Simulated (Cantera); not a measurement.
Feed: 1 mol TiCl4, 1.6 mol H2, at 1052 °C and 0.520 bar.

These are equilibrium values from Cantera (NASA tables, ideal gas, pure condensed phases), not measurements of a reactor. Candidate condensed phases: Ti, TiCl2, TiCl3, TiCl4; 10 gas species. The tables' values for TiCl2 are old estimates; treat these amounts as uncertain. Kinetics and transport are ignored.

Base state: H2 0.505, TiCl4 0.222, HCl 0.136, TiCl3 0.136, TiCl2 7.17e-5 (mole fractions); condensed: gas only.

### Question
What changes in the equilibrium state with this change: pressure from 0.520 bar to 14.0 Pa?

### Answer
| species | before | after |
|---|---|---|
| H2 | 0.505 | 0.367 |
| HCl | 0.136 | 0.308 |
| TiCl3 | 0.136 | 0.301 |
| TiCl4 | 0.222 | 0.0212 |
| Cl | 3.65e-7 | 5.89e-5 |
| H | 1.61e-6 | 8.37e-5 |
